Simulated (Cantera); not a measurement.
A freely propagating, adiabatic, planar premixed flame of CH4 : H2 : O2 : N2 = 1 : 0.25 : 2.19 : 8.24 (molar parts), unburnt at 325 K and 400000 Pa; mixture-averaged transport, grid criteria slope 0.08 and curve 0.16, no radiation.

Cantera simulation using GRI-Mech 3.0 (53 species, 325 reactions); the numbers are that mechanism's predictions, not measurements. Burning velocities carry a grid error of a few per cent, more on coarse grids.

Q: What does this change do: O2 2.19 to 1.6 parts?

A: 
```tsv
quantity	before	after
laminar burning velocity	27.7 cm/s	4.72 cm/s
thermal thickness	0.157 mm	0.750 mm
peak x(C2H2)	0.000102	0.00148
peak x(C2H4)	0.000468	0.00130
peak x(O)	0.00162	8.81e-6
```

Q: What does this change do: inlet temperature 325 to 523 K?

A: 
```
quantity                     before      after
------------------------  ---------  ---------
laminar burning velocity  27.7 cm/s  68.4 cm/s
thermal thickness          0.157 mm   0.119 mm
peak x(C2H2)               0.000102   0.000125
peak x(C2H4)               0.000468   0.000514
peak x(O)                   0.00162    0.00246
```
